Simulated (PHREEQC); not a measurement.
# Hard or scaling water: speciation

Consider water at 50 °C with 0.013 mol/kgw MgCl2 and 0.0026 mol/kgw CO2. Closed to the air; pH follows from the charge balance.

Computed with PHREEQC (ion-association model, wateq4f.dat).

No solid was allowed to form.

Q: Estimate the pH.

A: pH 4.41.

Q: In which forms is C present?

A: CO2 98 %, HCO3- 1.6 % of the C.

Away from 25 °C the constants follow the database's enthalpies or fits; those with neither stay at their 25 °C values.
